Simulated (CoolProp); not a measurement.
Vapour-liquid equilibrium of CHF3 (R23) (1) + R125 (2) at 0.974 MPa; x and y are mole fractions of (1).

Values from CoolProp's multi-fluid Helmholtz-energy mixture model, Penoncello 2003 and Lemmon 2005; pair parameters Bell 2016.

```csv
x,bubble temperature (K),y at the bubble point,dew temperature at overall composition x (K),liquid density (mol/L)
0.05,282.3,0.116,284.2,10.78
0.125,277.6,0.272,282.0,11.23
0.2,273.1,0.404,279.8,11.69
0.275,268.9,0.516,277.5,12.15
0.35,265.1,0.610,275.0,12.63
0.425,261.5,0.688,272.4,13.12
0.5,258.3,0.753,269.6,13.62
0.575,255.3,0.808,266.6,14.13
0.65,252.5,0.854,263.3,14.67
0.725,250.0,0.894,259.7,15.22
0.8,247.7,0.928,255.7,15.80
0.875,245.5,0.957,251.2,16.41
0.95,243.5,0.984,246.0,17.05
```

No azeotrope shows between x = 0.05 and 0.95.

The pair parameters rest on a limited set of measurements; away from them the model extrapolates.
